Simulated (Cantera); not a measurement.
Cantera run:

```python
import numpy as np
import cantera as ct

gas_names = """
    O2 CO
""".split()
cond_names = """
    Ti(a) TiC(s) TiO(a) TiO2(ru) Ti2O3(b) Ti3O5(b) Ti4O7(s)
""".split()


# ... load() reads the species with a 1 bar reference pressure and builds the phases ...
species = {s.name: s for s in load("nasa_gas.yaml", gas_names) + load("nasa_condensed.yaml", cond_names)}
T = 700
g = {n: (s.thermo.h(T) - T * s.thermo.s(T)) / (ct.gas_constant * T * np.log(10)) for n, s in species.items()}
valid = cond_names  # the entries whose range holds T


def stable(la, lb):
    # potentials (over RT ln 10) of the two non-metals from log10 p(O2) and log10 p(CO) in bar
    mu = {}
    mu["O"] = (g["O2"] + la) / 2
    mu["C"] = (g["CO"] + lb - 1 * mu["O"]) / 1
    cost = {}
    for n in valid:
        c = species[n].composition
        cost[n] = (g[n] - sum(c.get(e, 0) * m for e, m in mu.items())) / c["Ti"]
    return min(cost, key=cost.get)


results = []
for lb in [0, -1.7, -3.5, -5.2, -6.9, -8.6, -10.4, -12.1, -13.8, -15.5, -17.3, -19]:
    row = [stable(la, lb) for la in [-51, -47.1, -43.2, -39.2, -35.3, -31.4, -27.5, -23.5, -19.6, -15.7, -11.8, -7.8, -3.9, 0]]
    results.append(row)
    print(f"{lb:6.1f}  " + " ".join(f"{valid.index(n):x}" for n in row))
print("key: " + ", ".join(f"{i:x} {n}" for i, n in enumerate(valid)))
```

Output:

```
   0.0  1 1 1 3 3 3 3 3 3 3 3 3 3 3
  -1.7  1 1 1 3 3 3 3 3 3 3 3 3 3 3
  -3.5  1 1 1 3 3 3 3 3 3 3 3 3 3 3
  -5.2  1 1 3 3 3 3 3 3 3 3 3 3 3 3
  -6.9  1 1 3 3 3 3 3 3 3 3 3 3 3 3
  -8.6  1 1 3 3 3 3 3 3 3 3 3 3 3 3
 -10.4  1 6 3 3 3 3 3 3 3 3 3 3 3 3
 -12.1  1 6 3 3 3 3 3 3 3 3 3 3 3 3
 -13.8  1 6 3 3 3 3 3 3 3 3 3 3 3 3
 -15.5  4 6 3 3 3 3 3 3 3 3 3 3 3 3
 -17.3  4 6 3 3 3 3 3 3 3 3 3 3 3 3
 -19.0  4 6 3 3 3 3 3 3 3 3 3 3 3 3
key: 0 Ti(a), 1 TiC(s), 2 TiO(a), 3 TiO2(ru), 4 Ti2O3(b), 5 Ti3O5(b), 6 Ti4O7(s)
```

Cantera with NASA thermochemical tables; ideal gases at 1 bar, condensed phases pure. TiC, TiO: taken at fixed stoichiometry. Not in the tables: Magnéli phases beyond Ti4O7, TiC-TiO solid solutions. Part of the grid cannot be reached: there another gas would pass 10 bar, or a non-metal would condense.
